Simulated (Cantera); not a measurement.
## Adiabatic ignition

An adiabatic, constant-volume homogeneous reactor starts with 17.7 % CO, 15.8 % H2, 14.0 % O2, 52.5 % N2, equivalence ratio 1.2, at 1500 K and 500000 Pa.

Cantera simulation using GRI-Mech 3.0 (53 species, 325 reactions); the numbers are that mechanism's predictions, not measurements. The hydrogen kinetics of GRI-Mech 3.0 are dated; newer H2 mechanisms differ, most at raised pressure. Above 3000 K some thermodynamic fits are extrapolated.

```csv
t (s),T (K),P (bar),x CO,x H2,x O2,x H,x NO,x N2O,x H2O2
7.00e-6,2921,8.95,0.112,0.0234,0.0281,0.0170,0.000382,9.97e-7,8.85e-7
2.47e-5,3124,9.43,0.104,0.0203,0.0216,0.0107,0.00427,1.80e-6,1.27e-6
8.74e-5,3111,9.39,0.105,0.0207,0.0192,0.0104,0.0115,1.96e-6,1.18e-6
0.000309,3107,9.38,0.105,0.0209,0.0185,0.0103,0.0137,2.04e-6,1.15e-6
0.00109,3107,9.38,0.105,0.0209,0.0185,0.0103,0.0137,2.04e-6,1.15e-6
0.00385,3107,9.38,0.105,0.0209,0.0185,0.0103,0.0137,2.04e-6,1.15e-6
0.0136,3107,9.38,0.105,0.0209,0.0185,0.0103,0.0137,2.04e-6,1.15e-6
0.0481,3107,9.38,0.105,0.0209,0.0185,0.0103,0.0137,2.04e-6,1.15e-6
0.170,3107,9.38,0.105,0.0209,0.0185,0.0103,0.0137,2.04e-6,1.15e-6
0.600,3107,9.38,0.105,0.0209,0.0185,0.0103,0.0137,2.04e-6,1.15e-6
```
x: mole fraction; the columns are a selection and need not sum to one.

The time of steepest temperature rise comes out as 3.34 µs and the temperature at 0.600 s is 3107 K. The equilibrium temperature comes out as 3107 K, the x(CO) at 0.600 s is 0.105 (gas-phase equilibrium 0.105) and the x(H2) at 0.600 s is 0.0209 (gas-phase equilibrium 0.0209). The x(O2) at 0.600 s is 0.0185 (gas-phase equilibrium 0.0185).
